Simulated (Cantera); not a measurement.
What does this Cantera script print?

```python
import numpy as np
import cantera as ct

gas_names = """
    H HNO HNO2 HNO3 HO2 H2 H2O H2O2 H2S H2SO4 N NH NH2 NH3 NH2OH NO NO2 NO3 N2 N2H2 N2H4 N2O O OH O2 O3
    S SH SN SO SO2 SO3 S2 S2O S8
""".split()
cond_names = """
    H2O(s) H2O(L) H2SO4(L) S(cr1) S(cr2) S(L)
""".split()


# ... load() reads the species with a 1 bar reference pressure and builds the phases ...
atoms = {
    'NH3': {'N': 1, 'H': 3},
    'SO2': {'S': 1, 'O': 2},
    'N2': {'N': 2},
}
top_T = {}  # K; cautious upper limits of use, not melting points


# ... equilibrate(T, P, feed) seeds the gas with the atoms and calls Mixture.equilibrate('TP', solver="vcs", rtol=1e-11, max_steps=5000) ...
results = []
T = 1100  # K
P = 500  # Pa
for m in [1.8, 5.6, 9.5, 13, 17, 21, 25]:
    feed = {'NH3': 1, 'SO2': 0.075, 'N2': m}  # mol
    mix = equilibrate(T, P, feed)
    results.append((T, P, feed, dict(zip(mix.species_names, mix.species_moles))))

top = {s: max(r[3][s] / sum(r[3][g] for g in gas_names) for r in results) for s in gas_names}
cols = sorted((s for s in top if top[s] > 0.0001), key=lambda s: -top[s])[:9]
seen = [c for c in cond_names if any(r[3].get(c, 0) > 1e-12 for r in results)]
print("log10 of partial pressures in bar; condensed amounts in mol")
print(f"{'n(N2)':>10s}" + "".join(f"{s[:9]:>10s}" for s in cols + seen))
for T, P, feed, n in results:
    ng = sum(n[g] for g in gas_names)
    print(f"{feed['N2']:10.4g}" + "".join(f"{np.log10(max(n[s] / ng * P / 1e5, 1e-99)):10.3f}" for s in cols)
          + "".join(f"{n.get(c, 0):10.4g}" for c in seen))
```

Output:

```
log10 of partial pressures in bar; condensed amounts in mol
     n(N2)        N2        H2       H2O       H2S        S2
       1.8    -2.519    -2.775    -3.705    -4.018    -5.897
       5.6    -2.397    -3.075    -4.006    -4.329    -5.919
       9.5    -2.362    -3.255    -4.186    -4.519    -5.940
        13    -2.347    -3.369    -4.301    -4.643    -5.958
        17    -2.337    -3.472    -4.404    -4.755    -5.977
        21    -2.330    -3.554    -4.487    -4.846    -5.995
        25    -2.326    -3.623    -4.556    -4.924    -6.012
```

Method: chemical equilibrium by Gibbs-energy minimisation in Cantera with the NASA 1993 tables (ideal gas, pure condensed phases). Gases not in the tables: S3 to S7.
